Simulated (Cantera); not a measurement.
Mixture: 16.7 % CH4, 1.84 % H2, 18.1 % O2, 63.4 % N2, equivalence ratio 1.9, at 51000 Pa, adiabatic and at constant volume. Ignition delay is the time to a rise of 400 K.

Model: GRI-Mech 3.0 (53 species, 325 reactions), integrated in Cantera. Below about 1000 K GRI-Mech 3.0 lacks low-temperature oxidation paths. Below about 950 K walls govern HO2 and H2O2 in real vessels.

Task: Predict: delay at 923 K; delay at 1023 K; delay at 1123 K; delay at 1223 K; delay at 1323 K; apparent activation energy between 1273 and 1373 K.

Result: 
```
Item                                                     Value
--------------------------------------------------  ----------
delay at 923 K                                         0.932 s
delay at 1023 K                                        0.292 s
delay at 1123 K                                        85.7 ms
delay at 1223 K                                        25.2 ms
delay at 1323 K                                        7.90 ms
apparent activation energy between 1273 and 1373 K  160 kJ/mol
```
